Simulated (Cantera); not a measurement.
**V + NH3 + H2 (tantalum, niobium, vanadium and zirconium in process gases)**

A closed system holds: 1 mol V, 0.13 mol NH3, 33 mol H2, equilibrated at 0.00610 bar.

Equilibrium computed with Cantera from the NASA thermochemical tables; the gas is ideal and each condensed phase is pure. Candidate condensed phases: V, VN; 11 gas species. Condensed phases not in the tables: V2N, N, O or C dissolved in the metal. The numbers say what is thermodynamically allowed, not how fast it happens.

From 1900 K to 2150 K the condensed part is V(s). The main V-bearing gas is V throughout. The share of V in condensed phases is highest at 1900 K (99.7 %) and lowest at 2150 K (89.4 %).

```tsv
T (K)	log p H2	log p H	log p V	log p N2	n V(s)
1900	-2.22	-4.21	-6.33	-4.93	0.997
1925	-2.22	-4.13	-6.15	-4.93	0.996
1950	-2.22	-4.05	-5.97	-4.93	0.994
1975	-2.22	-3.98	-5.80	-4.93	0.991
2000	-2.22	-3.90	-5.64	-4.93	0.987
2025	-2.23	-3.83	-5.48	-4.93	0.982
2050	-2.23	-3.76	-5.32	-4.93	0.973
2075	-2.23	-3.69	-5.16	-4.93	0.962
2100	-2.23	-3.62	-5.01	-4.93	0.946
2125	-2.24	-3.56	-4.87	-4.93	0.924
2150	-2.24	-3.50	-4.72	-4.94	0.894
```
log p: log10 of the partial pressure in bar; n: condensed amount in mol.
